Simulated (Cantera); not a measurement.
Input: 1 mol MgO, 0.24 mol SO3, 0.041 mol H2O, held at 0.190 bar.

Method: chemical equilibrium by Gibbs-energy minimisation in Cantera with the NASA 1993 tables (ideal gas, pure condensed phases). Candidate condensed phases: H2O, H2SO4, Mg, MgO, Mg(OH)2, MgS, MgSO4, S; 26 gas species. Mutual solubility and eutectic melting of coexisting phases are not modelled. Equilibrium is a limit: real reactors are often held back by kinetics, nucleation or transport.

x: gas mole fraction; n: condensed amount in mol.

| T (K) | x H2O | x SO2 | x O2 | x SO3 | x OH | n MgO(s) | n MgSO4(s) |
|---|---|---|---|---|---|---|---|
| 725 | 1.00 | 1.31e-8 | 6.54e-9 | 7.34e-11 | 4.46e-12 | 0.760 | 0.240 |
| 775 | 1.00 | 1.98e-7 | 9.92e-8 | 1.51e-9 | 4.99e-11 | 0.760 | 0.240 |
| 825 | 1.000 | 2.15e-6 | 1.08e-6 | 2.14e-8 | 4.16e-10 | 0.760 | 0.240 |
| 875 | 1.000 | 1.77e-5 | 8.83e-6 | 2.22e-7 | 2.72e-9 | 0.760 | 0.240 |
| 925 | 1.000 | 0.000115 | 5.74e-5 | 1.78e-6 | 1.45e-8 | 0.760 | 0.240 |
| 975 | 0.999 | (withheld) | (withheld) | (withheld) | (withheld) | 0.760 | 0.240 |
| 1025 | 0.996 | (withheld) | (withheld) | (withheld) | (withheld) | 0.760 | 0.240 |
| 1075 | 0.984 | 0.0107 | 0.00537 | 0.000273 | 8.54e-7 | 0.760 | 0.240 |
| 1125 | 0.944 | 0.0369 | 0.0184 | 0.00107 | 2.56e-6 | 0.762 | 0.238 |
| 1175 | 0.826 | 0.113 | 0.0567 | 0.00372 | 6.64e-6 | 0.766 | 0.234 |
| 1225 | 0.513 | 0.317 | 0.158 | 0.0116 | 1.34e-5 | 0.786 | 0.214 |
| 1275 | 0.103 | 0.584 | 0.292 | 0.0200 | 1.31e-5 | 1.00 | 0 |

Q: Some entries are withheld; supply them.

A: 
- 1025, x SO2: 0.00276
- 1025, x O2: 0.00138
- 1025, x SO3: 6.05e-5
- 1025, x OH: 2.52e-7
- 975, x SO2: 0.000612
- 975, x O2: 0.000306
- 975, x SO3: 1.14e-5
- 975, x OH: 6.51e-8
